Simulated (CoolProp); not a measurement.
C2F6 (R116) along the isobar 7920 kPa: fugacity coefficient from the reference equation and from simpler models built on Tc = 293.0 K, pc = 3048 kPa, ω = 0.257; each cubic takes its own stable root.

Computed with CoolProp (reference Helmholtz-energy equation of state, Lemmon 2006). It is a short technical equation, of lower accuracy than the large ones.

```tsv
T (K)	phase	reference
249.4	liquid	0.1366
262.9	liquid	0.1893
276.4	liquid	0.2500
289.9	liquid	0.3169
303.4	supercritical	0.3872
316.9	supercritical	0.4579
330.4	supercritical	0.5256
343.9	supercritical	0.5873
357.5	supercritical	0.6420
371	supercritical	0.6891
384.5	supercritical	0.7300
398	supercritical	0.7657
411.5	supercritical	0.7970
425	supercritical	0.8246
```

Problem. How far does each simpler model (van der Waals, Redlich-Kwong) lie from the reference over these 14 states: mean and median of the absolute difference, and the worst?

Solution. 
- van der Waals: mean 18.3 %, median 10.1 %, worst +76.9 % at 249.4 K and 7920 kPa
- Redlich-Kwong: mean 7.3 %, median 6.4 %, worst +22.1 % at 249.4 K and 7920 kPa
